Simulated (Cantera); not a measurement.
Cu + F2 + N2 (aluminium and copper etching)

Input: 1 mol Cu, a varied amount of F2, 5.2 mol N2, equilibrated at 1048.15 K and 0.133 bar.

Method: chemical equilibrium by Gibbs-energy minimisation in Cantera with the NASA 1993 tables (ideal gas, pure condensed phases). Candidate condensed phases: Cu, CuF2; 11 gas species. Mutual solubility and eutectic melting of coexisting phases are not modelled. Rates play no part.

From 0.5 mol F2 to 0.84 mol F2 the condensed part is Cu(s) + CuF2(s). From 1.1 mol F2 to 6.6 mol F2 the condensed part is CuF2(s). The main Cu-bearing gas is CuF at 0.5 mol F2 and CuF2 at 6.6 mol F2.

```
n(F2) (mol)   x N2     x F2       x F     x NF3     x CuF    x CuF2    x NF2  n Cu(s)  n CuF2(s)
-----------  -----  -------  --------  --------  --------  --------  -------  -------  ---------
0.5          0.999   <1e-12  3.50e-10    <1e-12  0.000375  0.000362   <1e-12    0.499      0.497
0.65         0.999   <1e-12  3.50e-10    <1e-12  0.000375  0.000362   <1e-12    0.349      0.647
0.84         0.999   <1e-12  3.50e-10    <1e-12  0.000375  0.000362   <1e-12    0.159      0.837
1.1          0.967  0.00445    0.0283   7.78e-6  4.64e-12  0.000362  7.90e-8        0      0.998
1.4          0.894   0.0311    0.0748  0.000139  1.76e-12  0.000362  5.31e-7        0      0.998
1.8          0.818   0.0694     0.112  0.000441  1.18e-12  0.000362  1.13e-6        0      0.998
2.4          0.730    0.121     0.148  0.000963    <1e-12  0.000362  1.87e-6        0      0.997
3            0.660    0.166     0.173   0.00146    <1e-12  0.000362  2.43e-6        0      0.997
3.9          0.578    0.220     0.199   0.00210    <1e-12  0.000362  3.03e-6        0      0.997
5.1          0.497    0.277     0.223   0.00274    <1e-12  0.000362  3.53e-6        0      0.996
6.6          0.423    0.330     0.244   0.00329    <1e-12  0.000362  3.88e-6        0      0.996
```
x: gas mole fraction; n: condensed amount in mol.
